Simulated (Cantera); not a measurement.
Feed: 1 mol MgO, 0.082 mol H2S, 0.036 mol H2O, at 1550 K and 5000 Pa.

Method: chemical equilibrium by Gibbs-energy minimisation in Cantera with the NASA 1993 tables (ideal gas, pure condensed phases). Candidate condensed phases: H2O, H2SO4, Mg, MgO, Mg(OH)2, MgS, MgSO4, S; 26 gas species. Kinetics and transport are ignored.

### Question
What is the equilibrium state?

### Answer
- x(H2): 0.425
- x(H2O): 0.235
- x(S2): 0.207
- x(H2S): 0.124
- x(SH): 0.00582
- x(SO2): 0.00192
- x(SO): 0.000734
- x(S2O): 0.000314
- x(S): 0.000145
- n(MgO(s)): 1.00 mol
- gas amount: 0.1499 mol
- log10 activity of S(l) (absent): -2.25
- log10 activity of Mg(l) (absent): -8.78
